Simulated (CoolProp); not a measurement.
Hydrogen chloride along the isotherm 200.1 K: Z from the reference equation and from simpler models built on Tc = 324.7 K, pc = 8314 kPa, ω = 0.130; each cubic takes its own stable root.

Computed with CoolProp (reference Helmholtz-energy equation of state, Thol 2018).

```
p (kPa)   phase  reference
-------  ------  ---------
3200     liquid    0.06048
6400     liquid     0.1205
9590     liquid     0.1798
12800    liquid     0.2391
16000    liquid     0.2978
19200    liquid     0.3562
22400    liquid     0.4141
25600    liquid     0.4717
28800    liquid     0.5290
32000    liquid     0.5860
35200    liquid     0.6427
38400    liquid     0.6990
41600    liquid     0.7551
```

**Question.** How far does each simpler model (van der Waals, Peng-Robinson) lie from the reference over these 13 states: mean and median of the absolute difference, and the worst?

**Answer.** 
- van der Waals: mean 64.7 %, median 64.3 %, worst +68.2 % at 200.1 K and 3200 kPa
- Peng-Robinson: mean 0.8 %, median 0.8 %, worst +1.0 % at 200.1 K and 41600 kPa
